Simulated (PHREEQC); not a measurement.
## Buffer (model solution)

Consider water at 20 °C with 5 mmol/kgw NH4Cl, 0.91 mmol/kgw Na2CO3 and 110 mmol/kgw LiCl. Closed to the air; pH follows from the charge balance.

All values are PHREEQC results (ion-association model, wateq4f.dat), not measurements.

This is a speciation only: nothing precipitates in the calculation.

Question: Predict the pH.

Answer: pH 8.83.

Question: In which forms is C present?

Answer: HCO3- 94 %, CO3-2 5.6 % of the C.
